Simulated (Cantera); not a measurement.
# Hydrocarbon pyrolysis for carbon deposition

An isothermal, constant-pressure homogeneous reactor starts with C2H6 : N2 = 1 : 5.8 (molar parts), at 1800 K and 0.987 atm.

Detailed kinetics in Cantera: GRI-Mech 3.0 (53 species, 325 reactions). GRI-Mech 3.0 stops at C3 and has no aromatics, soot or wall deposition, so with more carbon than oxygen in the feed, carbon stays in small species such as C2H2 where larger ones or solid carbon would form.

```
t (s)       x C2H6    x C2H4       x H    x CH4  x C2H2     x CH3
--------  --------  --------  --------  -------  ------  --------
3.00e-5    0.00647    0.0551  0.000589   0.0476  0.0378   0.00601
7.83e-5   0.000482    0.0314  0.000254   0.0491  0.0655   0.00175
0.000204   8.07e-5    0.0152  0.000128   0.0477  0.0813  0.000775
0.000533   4.88e-5   0.00432  0.000116   0.0455  0.0919  0.000627
0.00139    4.13e-5  0.000967  0.000124   0.0412  0.0965  0.000583
0.00363    2.69e-5  0.000748  0.000132   0.0332  0.0999  0.000474
0.00949    1.18e-5  0.000619  0.000145   0.0218   0.104  0.000317
0.0248     3.31e-6  0.000572  0.000158   0.0113   0.109  0.000169
0.0646     7.35e-7  0.000575  0.000166  0.00512   0.111   7.78e-5
0.169      2.35e-7  0.000582  0.000170  0.00260   0.112   3.98e-5
0.440      1.71e-7  0.000584  0.000171  0.00207   0.112   3.17e-5
1.15       1.69e-7  0.000584  0.000171  0.00205   0.112   3.15e-5
3.00       1.69e-7  0.000584  0.000171  0.00205   0.112   3.15e-5
```
x: mole fraction; the columns are a selection and need not sum to one.

Equilibrium at this temperature and pressure: C2H6 8.55e-8, C2H4 0.000293, H 0.000171, CH4 0.00146, C2H2 0.0561, CH3 2.24e-5 (gas phase only).
